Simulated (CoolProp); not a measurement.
The fluid at 293.15 K and 0.993 MPa flows at 7.4 m/s in a round tube of 100 mm bore and 0.25 µm roughness, fully developed (64/Re and Nu = 3.66 if laminar; Colebrook and Gnielinski if turbulent). The same conditions are run with several fluids, on thermodynamics alone (safety and materials aside).

The numbers come from the reference Helmholtz-energy equation of state of each fluid (normal hydrogen: Leachman 2009; oxygen: Schmidt 1985; R13: Platzer 1990; carbon dioxide: Span 1996; dry air: Lemmon 2000) in CoolProp. The equations of Platzer and Polt are older, rougher fits. Blends and air are pseudo-pure fits.

```csv
fluid,Reynolds number,Darcy friction factor,pressure drop (Pa/m),heat-transfer coefficient (W/(m² K)),mass flow (kg/h)
normal hydrogen,68600,0.0195,4.36,242,171
oxygen,475000,0.0133,47.9,167,2750
R13,2450000,0.0101,132,335,9920
carbon dioxide,950000,0.0118,61.3,203,3970
dry air,478000,0.0133,43.1,166,2480
```

Transport values come from each fluid's own correlations; those of R13 are estimates that may be off by 10 % or more.
